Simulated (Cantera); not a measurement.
Input (Python, Cantera) and output of one run.

```python
import numpy as np
import cantera as ct

gas_names = """
    NH3 N2 OH
""".split()
cond_names = """
    V2O4(I) V2O4(II) V2O4(L) V2O3(s) V2O3(L)
""".split()


# ... load() reads the species with a 1 bar reference pressure and builds the phases ...
species = {s.name: s for s in load("nasa_gas.yaml", gas_names) + load("nasa_condensed.yaml", cond_names)}
# Each term lists the table entries of one substance; the one whose range holds T is used.
reactions = {
    '6 V2O4 + 2 NH3(g) = 6 V2O3 + N2(g) + 6 OH(g)':
        [(-6, ['V2O4(I)', 'V2O4(II)', 'V2O4(L)']), (-2, ['NH3']), (6, ['V2O3(s)', 'V2O3(L)']), (1, ['N2']), (6, ['OH'])],
}


def pick(names, T):
    return next(species[n] for n in names if species[n].thermo.min_temp <= T <= species[n].thermo.max_temp)


results = []
for label, terms in reactions.items():
    print(label)
    print("     T/K   dH/kJ  dS/(J/K)   dG/kJ   log10 K")
    for T in [300, 1173, 1373, 1573, 1773, 1973, 2173, 2373, 2573, 2773, 2973]:
        used = [(nu, pick(names, T)) for nu, names in terms]
        dH = sum(nu * s.thermo.h(T) for nu, s in used) / 1e6
        dS = sum(nu * s.thermo.s(T) for nu, s in used) / 1e3
        dG = dH - T * dS / 1e3
        logK = -dG * 1e6 / (ct.gas_constant * T * np.log(10))
        results.append((label, T, dH, dS, dG, logK, [s.name for _, s in used]))
        print(f"{T:8g} {dH:8.1f} {dS:8.1f} {dG:8.1f} {logK:8.2f}")
```

Result:

```
6 V2O4 + 2 NH3(g) = 6 V2O3 + N2(g) + 6 OH(g)
     T/K   dH/kJ  dS/(J/K)   dG/kJ   log10 K
     300   1578.5    876.9   1315.5  -229.04
    1173   1514.7    716.8    673.9   -30.01
    1373   1510.2    713.2    531.0   -20.20
    1573   1507.9    711.6    388.5   -12.90
    1773   1508.5    712.0    246.2    -7.25
    1973    808.2    327.2    162.7    -4.31
    2173    778.5    312.8     98.8    -2.37
    2373   1455.0    601.6     27.4    -0.60
    2573   1407.2    582.3    -91.0     1.85
    2773   1359.6    564.5   -205.6     3.87
    2973   1312.1    547.9   -316.8     5.57
```

Source: NASA polynomial tables (part measured, part estimated), evaluated in Cantera. Condensed species are held in their standard states even where they would react or evaporate.
